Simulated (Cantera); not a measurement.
Gas mixture: O₂ = 0.3 (molar parts), at 1.00 bar, frozen composition.

Cantera's kinetic-theory transport with the Lennard-Jones parameters of GRI-Mech 3.0, ideal gas; thermal conductivity in the mixture-averaged form.

One state of this run: ρ (kg/m³) = 0.453; cp (J/kg/K) = 1065; μ (µPa s) = 43.0; λ (mW/m/K) = 64.6; Pr = 0.710; D (cm²/s) CH₃ = 1.40; D (cm²/s) H₂ = 4.71; D (cm²/s) NH₃ = 1.53. D: mixture-averaged diffusion coefficient of that species in the mixture.

Q: Which value of T (K) does it belong to?
A) 850
B) 400
C) 1000
D) 1150

A: A, 850
